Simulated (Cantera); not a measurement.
A Cantera script and what it prints.

```python
import numpy as np
import cantera as ct

gas_names = [...]  # 136 gases of nasa_gas.yaml made of C, H, N, O
cond_names = """
    C(gr) C6H6(L) C7H8(L) C8H18(L),n-octa H2O(s) H2O(L)
""".split()


# ... load() reads the species with a 1 bar reference pressure and builds the phases ...
atoms = {
    'CH3OH': {'C': 1, 'H': 4, 'O': 1},
    'H2': {'H': 2},
    'N2': {'N': 2},
    'CO2': {'C': 1, 'O': 2},
}
top_T = {'C(gr)': 4500}  # K; cautious upper limits of use, not melting points


# ... equilibrate(T, P, feed) seeds the gas with the atoms and calls Mixture.equilibrate('TP', solver="vcs", rtol=1e-11, max_steps=5000) ...
results = []
feed = {'CH3OH': 1, 'H2': 1.8, 'N2': 0.35, 'CO2': 0.49}  # mol
P = 1000  # Pa
for T in [1973, 2048, 2123, 2198, 2273, 2348, 2423, 2498, 2573, 2648, 2723, 2798, 2873]:
    mix = equilibrate(T, P, feed)
    results.append((T, P, feed, dict(zip(mix.species_names, mix.species_moles))))
    x = sorted(zip(gas.X, gas.species_names), reverse=True)
    print(f"T = {T:g} K  P = {P:g} Pa  gas = {mix.phase_moles(0):.4g} mol")
    print("   x: " + "  ".join(f"{s} {v:.3e}" for v, s in x if v > 0.0001))
    print("   condensed (mol): " + ("  ".join(f"{mix.phase(i).name} {mix.phase_moles(i):.4g}"
          for i in range(1, mix.n_phases) if mix.phase_moles(i) > 1e-12) or "none"))
```

Result:

```
T = 1973 K  P = 1000 Pa  gas = 5.67 mol
   x: H2 5.863e-01  CO 2.552e-01  H2O 7.866e-02  N2 6.173e-02  H 1.033e-02  CO2 7.634e-03  OH 1.316e-04
   condensed (mol): none
T = 2048 K  P = 1000 Pa  gas = 5.689 mol
   x: H2 5.806e-01  CO 2.546e-01  H2O 7.862e-02  N2 6.152e-02  H 1.706e-02  CO2 7.247e-03  OH 2.516e-04
   condensed (mol): none
T = 2123 K  P = 1000 Pa  gas = 5.719 mol
   x: H2 5.724e-01  CO 2.536e-01  H2O 7.829e-02  N2 6.120e-02  H 2.714e-02  CO2 6.909e-03  OH 4.591e-04
   condensed (mol): none
T = 2198 K  P = 1000 Pa  gas = 5.763 mol
   x: H2 5.606e-01  CO 2.519e-01  H2O 7.756e-02  N2 6.073e-02  H 4.169e-02  CO2 6.608e-03  OH 8.025e-04
   condensed (mol): none
T = 2273 K  P = 1000 Pa  gas = 5.825 mol
   x: H2 5.444e-01  CO 2.495e-01  H2O 7.630e-02  H 6.198e-02  N2 6.007e-02  CO2 6.334e-03  OH 1.348e-03  O 1.054e-04
   condensed (mol): none
T = 2348 K  P = 1000 Pa  gas = 5.912 mol
   x: H2 5.227e-01  CO 2.460e-01  H 8.928e-02  H2O 7.430e-02  N2 5.918e-02  CO2 6.076e-03  OH 2.182e-03  O 2.520e-04
   condensed (mol): none
T = 2423 K  P = 1000 Pa  gas = 6.03 mol
   x: H2 4.948e-01  CO 2.413e-01  H 1.247e-01  H2O 7.133e-02  N2 5.801e-02  CO2 5.819e-03  OH 3.401e-03  O 5.716e-04
   condensed (mol): none
T = 2498 K  P = 1000 Pa  gas = 6.187 mol
   x: H2 4.600e-01  CO 2.353e-01  H 1.690e-01  H2O 6.707e-02  N2 5.651e-02  CO2 5.539e-03  OH 5.095e-03  O 1.232e-03  NO 1.150e-04
   condensed (mol): none
T = 2573 K  P = 1000 Pa  gas = 6.391 mol
   x: H2 4.186e-01  CO 2.279e-01  H 2.222e-01  H2O 6.116e-02  N2 5.467e-02  OH 7.299e-03  CO2 5.204e-03  O 2.519e-03  NO 1.834e-04  O2 1.501e-04
   condensed (mol): none
T = 2648 K  P = 1000 Pa  gas = 6.65 mol
   x: H2 3.714e-01  H 2.834e-01  CO 2.193e-01  H2O 5.332e-02  N2 5.249e-02  OH 9.893e-03  O 4.850e-03  CO2 4.773e-03  O2 2.824e-04  NO 2.781e-04
   condensed (mol): none
T = 2723 K  P = 1000 Pa  gas = 6.97 mol
   x: H 3.504e-01  H2 3.201e-01  CO 2.096e-01  N2 5.001e-02  H2O 4.358e-02  OH 1.249e-02  O 8.683e-03  CO2 4.205e-03  O2 4.767e-04  NO 3.953e-04
   condensed (mol): none
T = 2798 K  P = 1000 Pa  gas = 7.348 mol
   x: H 4.201e-01  H2 2.673e-01  CO 1.993e-01  N2 4.737e-02  H2O 3.265e-02  OH 1.440e-02  O 1.423e-02  CO2 3.497e-03  O2 6.972e-04  NO 5.183e-04
   condensed (mol): none
T = 2873 K  P = 1000 Pa  gas = 7.766 mol
   x: H 4.881e-01  H2 2.157e-01  CO 1.891e-01  N2 4.475e-02  H2O 2.204e-02  O 2.106e-02  OH 1.495e-02  CO2 2.710e-03  O2 8.588e-04  NO 6.192e-04
   condensed (mol): none
```

Equilibrium computed with Cantera from the NASA thermochemical tables; the gas is ideal and each condensed phase is pure.
